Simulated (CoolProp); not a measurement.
Carbon dioxide at several states: density (kg/m³) from the reference equation and from simpler models built on Tc = 304.1 K, pc = 7377 kPa, ω = 0.224; each cubic takes its own stable root.

Computed with CoolProp (reference Helmholtz-energy equation of state, Span 1996).

```tsv
T (K)	p (kPa)	phase	reference	ideal gas	van der Waals	Redlich-Kwong	Peng-Robinson
347.4	3750	gas	64.80	57.14	64.87	65.25	65.72
491.1	18300	supercritical	220.8	197.2	241.7	229.1	219.2
767.7	3340	gas	22.97	23.03	23.19	23.10	22.95
316.1	10.6	gas	0.1776	0.1775	0.1776	0.1776	0.1776
746.1	35000	supercritical	234.3	248.3	251.5	244.5	232.6
```
